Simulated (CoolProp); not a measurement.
Vapour-liquid equilibrium of cyclohexane (1) + n-octane (2) at 0.765 MPa; x and y are mole fractions of (1).

Values from CoolProp's multi-fluid Helmholtz-energy mixture model, Zhou 2014 and Beckmüller 2019; pair parameters Bell 2016.

### Question
Give the bubble temperature and the first vapour's composition at x = 0.125, 0.2, 0.575. Is there an azeotrope?

### Answer
x = 0.125: 210.4 °C, y = 0.211; x = 0.2: 205.8 °C, y = 0.324; x = 0.575: 185.2 °C, y = 0.741. No azeotrope shows between x = 0.05 and 0.95.

The pair parameters rest on a limited set of measurements; away from them the model extrapolates.
